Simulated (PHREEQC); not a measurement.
# Spent oxide etchant: speciation

Make-up at 25 °C: 0.0012 mol/kgw HF, 0.042 mol/kgw H2SiF6 and 0.0013 mol/kgw H3PO4. Closed to the air; pH follows from the charge balance.

Model: ion-association model, phreeqc.dat, run in PHREEQC.

No solid was allowed to form.

Question: Predict the pH, density.

Answer: pH 1.18; density 1.001 g/cm³.

Question: In which forms is Si present?

Answer: SiF6-2 97 %, H4SiO4 2.9 % of the Si.

The solution is supersaturated, for example in Quartz (slow to form), Chalcedony (slow to form), so a real one may precipitate; this is no full list. SiF6-2 is the database's only silicon fluoride.
